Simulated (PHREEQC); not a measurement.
NaOH is added in steps, without added water, to 1 kg of water holding 74 mmol/kgw H3PO4, 62 mmol/kgw K2HPO4 and 51 mmol/kgw NiSO4, at 25 °C. Oxygen alone is held at its pressure in air (log pO2 = -0.68). CO2 from the air is kept out. Precipitation was switched off in this run.

Base run: PHREEQC, ion-association model, wateq4f.dat. Each further column changes one thing. The table gives HPO4-2 (mol/kgw).

| NaOH added (mol) | base | NiSO4 left out | 0.12 mol/kgw Na2SO4 added | diluted 10-fold with water | solids may form |
|---|---|---|---|---|---|
| 0 | 2.62e-5 | 2.15e-5 | 3.37e-5 | 3.22e-6 | 2.62e-5 |
| 0.0175 | 0.00522 | 0.00511 | 0.00490 | 0.0132 | 0.000209 |
| 0.035 | 0.0215 | 0.0211 | 0.0201 | 0.0100 | 0.000259 |
| 0.07 | 0.0536 | 0.0527 | 0.0503 | 0.00289 | 0.000721 |
| 0.0875 | 0.0694 | 0.0683 | 0.0653 | 0.00194 | ___ |
| 0.105 | 0.0851 | 0.0839 | 0.0801 | 0.00142 | 0.0226 |
| 0.1225 | 0.101 | 0.0993 | 0.0949 | 0.00111 | 0.0382 |
| 0.1575 | 0.122 | 0.113 | 0.115 | ___ | 0.0691 |
| 0.175 | 0.121 | 0.0981 | 0.114 | 0.000642 | 0.0843 |
| 0.1925 | 0.119 | 0.0833 | 0.113 | 0.000557 | 0.0943 |
| 0.21 | 0.118 | 0.0689 | 0.111 | 0.000490 | ___ |
| 0.245 | 0.114 | 0.0425 | 0.108 | 0.000392 | 0.116 |
| 0.2625 | 0.111 | 0.0314 | 0.105 | 0.000355 | 0.108 |
| 0.28 | 0.106 | ___ | 0.0998 | 0.000324 | 0.0933 |

Fill in the missing entries.


- 0.0875, solids may form: 0.00722
- 0.1575, diluted 10-fold with water: 0.000752
- 0.21, solids may form: 0.102
- 0.28, NiSO4 left out: 0.0225

In at least one series the solution becomes supersaturated in solids that the run did not let form, among them Ni(OH)2, Ni3(PO4)2, Ni4(OH)6SO4. H3PO4, which wateq4f.dat lacks, is added to it with the constant of phreeqc.dat. The database has no phosphate complexes of Ni. The ionic strength passes 0.7 mol/kgw, the rough limit of the ion-association models, in part of: NiSO4 left out; 0.12 mol/kgw Na2SO4 added. The database's Ni(OH)2 is the aged solid; a fresh precipitate is more soluble. Solids allowed in the column 'solids may form': Ni(OH)2, Ni3(PO4)2, Ni4(OH)6SO4, Mirabilite, Morenosite.
